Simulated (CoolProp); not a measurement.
2000 sccm (0 °C, 1 atm) of nitrogen bubbles through liquid R141b at 277.6 K and leaves saturated at a total pressure of 0.15 MPa (ideal gas phase). Each further row changes one setting.

The numbers come from the reference Helmholtz-energy equation of state, Lemmon 2006 in CoolProp. It is a short technical equation, of lower accuracy than the large ones.

| case | vapour pressure (kPa) | mole fraction of vapour | delivery (mg/min) | delivery (sccm) | change of delivery for a bath 1 K warmer (%) |
|---|---|---|---|---|---|
| as stated | 34.3 | 0.229 | ? | ? | 5.9 |
| bath temperature 282.6 K | 42.5 | ? | 4130 | ? | ? |
| total pressure 0.3 MPa | 34.3 | 0.114 | ? | 258 | ? |

Question: Complete the blanks.

Answer: 
- as stated, delivery (mg/min): 3090
- as stated, delivery (sccm): 593
- bath temperature 282.6 K, mole fraction of vapour: 0.283
- bath temperature 282.6 K, delivery (sccm): 791
- bath temperature 282.6 K, change of delivery for a bath 1 K warmer (%): 6.1
- total pressure 0.3 MPa, delivery (mg/min): 1350
- total pressure 0.3 MPa, change of delivery for a bath 1 K warmer (%): 5.1
